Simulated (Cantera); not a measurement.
Input: 1 mol SiO2, 21 mol H2, 0.12 mol H2O, held at 0.000640 bar.

Cantera equilibrium calculation (NASA polynomials, part measured and part estimated; ideal gas, pure solids and liquids). Candidate condensed phases: H2O, Si, SiO2; 18 gas species. The tables hold silica as quartz up to 1696 K and as liquid above; real silica turns to tridymite and cristobalite and melts near 1996 K. Rates play no part.

**Question.** At 1725 K, list the 4 most abundant gas species with their mole fractions, and the condensed phases.

**Answer.** H2 0.940, H2O 0.0293, SiO 0.0238, H 0.00712. Condensed: SiO2(condensed).
